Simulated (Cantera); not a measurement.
Input (Python, Cantera):

```python
import numpy as np
import cantera as ct

gas = ct.Solution("gri30.yaml")
gas.TPX = 1625, 13332, {'CH4': 1, 'H2O': 3.5, 'H2': 0.5}
reactor = ct.IdealGasConstPressureReactor(gas, energy="off", clone=False)
net = ct.ReactorNet([reactor])
net.rtol, net.atol = 1e-08, 1e-18
show = ['CH4', 'H2O', 'H2', 'O', 'CO']
times = np.geomspace(2e-06, 2, 11)

steps = ct.SolutionArray(gas, extra=["t"])
rows = []
print(f"{'t/s':>10s}{'T/K':>9s}{'P/Pa':>11s}" + "".join(f"{s:>11s}" for s in show))
for t in times:
    while net.time < t:
        t_next = net.step()
        steps.append(gas.state, t=t_next)
    rows.append([np.interp(t, steps.t, y) for y in (steps.T, steps.P, *steps(*show).X.T)])
    print(f"{t:10.3e}{rows[-1][0]:9.1f}{rows[-1][1]:11.4g}" + "".join(f"{x:11.3e}" for x in rows[-1][2:]))
rate = np.gradient(steps.T, steps.t)
print("integrator steps:", len(steps.t))
if steps.T.max() > steps.T[0] + 200:
    print(f"time of steepest temperature rise: {steps.t[rate.argmax()]:.4e} s")
gas.TPX = 1625, 13332, {'CH4': 1, 'H2O': 3.5, 'H2': 0.5}
gas.equilibrate("TP")
print(f"equilibrium (TP): T = {gas.T:.1f} K  " + "  ".join(f"{s} {gas[s].X[0]:.3e}" for s in show))
```

It prints:

```
       t/s      T/K       P/Pa        CH4        H2O         H2          O         CO
 2.000e-06   1625.0  1.333e+04  2.000e-01  7.000e-01  1.000e-01  1.397e-14  5.599e-19
 7.962e-06   1625.0  1.333e+04  2.000e-01  7.000e-01  1.000e-01  1.232e-13  2.288e-16
 3.170e-05   1625.0  1.333e+04  2.000e-01  7.000e-01  1.000e-01  9.891e-13  6.416e-14
 1.262e-04   1625.0  1.333e+04  1.999e-01  7.000e-01  1.000e-01  1.242e-11  3.101e-11
 5.024e-04   1625.0  1.333e+04  1.996e-01  6.999e-01  1.002e-01  1.570e-10  2.054e-08
 2.000e-03   1625.0  1.333e+04  1.978e-01  6.994e-01  1.014e-01  1.044e-09  6.162e-06
 7.962e-03   1625.0  1.333e+04  1.861e-01  6.939e-01  1.132e-01  1.782e-09  1.706e-04
 3.170e-02   1625.0  1.333e+04  1.475e-01  6.694e-01  1.600e-01  1.267e-09  1.022e-03
 1.262e-01   1625.0  1.333e+04  8.072e-02  6.208e-01  2.459e-01  8.804e-10  5.092e-03
 5.024e-01   1625.0  1.333e+04  3.142e-02  5.490e-01  3.372e-01  8.876e-10  2.081e-02
 2.000e+00   1625.0  1.333e+04  1.797e-02  4.454e-01  4.268e-01  8.558e-10  6.123e-02
integrator steps: 1055
equilibrium (TP): T = 1625.0 K  CH4 9.818e-10  H2O 3.329e-01  H2 5.241e-01  O 8.325e-10  CO 1.186e-01
```

Model: GRI-Mech 3.0 (53 species, 325 reactions), integrated in Cantera.
